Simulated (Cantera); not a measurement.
An isothermal, constant-pressure homogeneous reactor starts with CH4 : H2 = 1 : 4.2 (molar parts), at 1525 K and 100.0 Torr. Integrator tolerance rtol = 1e-08.

Cantera simulation using GRI-Mech 3.0 (53 species, 325 reactions); the numbers are that mechanism's predictions, not measurements. GRI-Mech 3.0 stops at C3 and has no aromatics, soot or wall deposition, so with more carbon than oxygen in the feed, carbon stays in small species such as C2H2 where larger ones or solid carbon would form.

What does this change do: pressure from 100.0 Torr to 0.0900 Torr?


| quantity | before | after |
|---|---|---|
| x(CH4) at 60.0 s | 0.0199 (gas-phase equilibrium 0.0199) | 0.128 (gas-phase equilibrium 1.94e-5) |
| x(H2) at 60.0 s | 0.908 (gas-phase equilibrium 0.908) | 0.844 (gas-phase equilibrium 0.917) |
| x(C2H2) at 60.0 s | 0.0706 (gas-phase equilibrium 0.0706) | 0.0254 (gas-phase equilibrium 0.0806) |
| x(CH2) at 60.0 s | 1.62e-9 (gas-phase equilibrium 1.62e-9) | 3.76e-7 (gas-phase equilibrium 1.73e-9) |
| x(C2H4) at 60.0 s | 0.00188 (gas-phase equilibrium 0.00188) | 0.00111 (gas-phase equilibrium 1.95e-6) |
| x(C2H6) at 60.0 s | 1.63e-6 (gas-phase equilibrium 1.63e-6) | 1.20e-5 (gas-phase equilibrium 1.54e-12) |
| x(H) at 60.0 s | 6.21e-5 (gas-phase equilibrium 6.21e-5) | 0.000425 (gas-phase equilibrium 0.00208) |
Radical loss at walls, strong at low pressure, is not modelled.

What does this change do: 0.32 parts H2O added?


| quantity | before | after |
|---|---|---|
| x(CH4) at 60.0 s | 0.0199 (gas-phase equilibrium 0.0199) | 0.0189 (gas-phase equilibrium 0.0150) |
| x(H2) at 60.0 s | 0.908 (gas-phase equilibrium 0.908) | 0.878 (gas-phase equilibrium 0.894) |
| x(C2H2) at 60.0 s | 0.0706 (gas-phase equilibrium 0.0706) | 0.0529 (gas-phase equilibrium 0.0419) |
| x(CH2) at 60.0 s | 1.62e-9 (gas-phase equilibrium 1.62e-9) | 1.92e-9 (gas-phase equilibrium 1.24e-9) |
| x(C2H4) at 60.0 s | 0.00188 (gas-phase equilibrium 0.00188) | 0.00137 (gas-phase equilibrium 0.00110) |
| x(C2H6) at 60.0 s | 1.63e-6 (gas-phase equilibrium 1.63e-6) | 1.32e-6 (gas-phase equilibrium 9.40e-7) |
| x(H) at 60.0 s | 6.21e-5 (gas-phase equilibrium 6.21e-5) | 6.07e-5 (gas-phase equilibrium 6.17e-5) |
